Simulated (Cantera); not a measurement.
## Thermodynamics of carbothermic reduction, feed SiO2 + C + CO

A closed system holds: 1 mol SiO2, 1.2 mol C, 1.1 mol CO, at 9.90 bar.

These are equilibrium values from Cantera (NASA tables, ideal gas, pure condensed phases), not measurements of a reactor. Candidate condensed phases: C, Si, SiC, SiO2; 20 gas species. Mutual solubility and eutectic melting of coexisting phases are not modelled. The tables hold silica as quartz up to 1696 K and as liquid above; real silica turns to tridymite and cristobalite and melts near 1996 K. Kinetics and transport are ignored.

```
T (°C)  log p CO  log p CO2  log p SiO  log p Si  log p Si2C  log p Si2  n C(graphite)  n SiO2(β-quartz)  n SiO2(condensed)  n SiC(s)  n SiO2(l)  n Si(l)
------  --------  ---------  ---------  --------  ----------  ---------  -------------  ----------------  -----------------  --------  ---------  -------
800         0.74       0.64       <-11      <-11        <-11       <-11           1.54              1.00                  0         0          0        0
950         0.95       0.03       <-11      <-11        <-11       <-11           1.31              1.00                  0         0          0        0
1100        0.99      -0.67      -9.17      <-11        <-11       <-11           1.22              1.00                  0         0          0        0
1250        0.99      -1.28      -6.64      <-11        <-11       <-11           1.21              1.00                  0         0          0        0
1400        0.99      -1.78      -4.57      <-11        <-11       <-11           1.20             1.000                  0         0          0        0
1550        1.00      -2.20      -2.87     -8.56        <-11       <-11           1.20                 0              1.000         0          0        0
1700        0.99      -2.55      -1.44     -6.18       -8.17      -9.87           1.20                 0              0.996         0          0        0
1850        0.98      -2.63      -0.45     -4.60       -5.95      -7.30              0                 0                  0     0.376      0.552        0
2000        0.89      -2.69       0.32     -3.40       -4.53      -5.41              0                 0                  0     0.216      0.231        0
2150        0.85      -2.97       0.46     -2.64       -3.57      -4.32              0                 0                  0    0.0997          0        0
2300        0.87      -3.19       0.41     -2.09       -2.89      -3.62              0                 0                  0         0          0    0.196
```
log p: log10 of the partial pressure in bar; n: condensed amount in mol.

From 800 °C to 1400 °C the condensed part is C(graphite) + SiO2(β-quartz). From 1550 °C to 1700 °C the condensed part is C(graphite) + SiO2(condensed). From 1850 °C to 2000 °C the condensed part is SiC(s) + SiO2(l). At 2150 °C the condensed part is SiC(s). At 2300 °C the condensed part is Si(l).
